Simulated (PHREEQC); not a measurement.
A solution holds 0.14 mol CdCl2, 7.5e-05 mol KCl and 0.16 mol H2SO4 per kg of water, at 50 °C. Closed to the air; pH follows from the charge balance.

Model: ion-association model, phreeqc.dat, run in PHREEQC.

| quantity | before | after |
|---|---|---|
| pH | 0.84 | 0.79 |
| ionic strength (mol/kgw) | 0.356 | 0.388 |
| Cl- (mol/kgw) | 0.142 | 0.151 |
| HSO4- (mol/kgw) | 0.134 | 0.112 |
| SO4-2 (mol/kgw) | 0.0172 | 0.0304 |

What was changed between the two runs?
(A) temperature from 50 to 10 °C
(B) diluted 2-fold with water
(C) KCl left out
(D) CdCl2 replaced by CuCl2 at the same molality
(E) CdCl2 left out

A, temperature from 50 to 10 °C

No solid was allowed to form. At this temperature some constants are extrapolated from 25 °C, and those without enthalpy data are left unchanged.
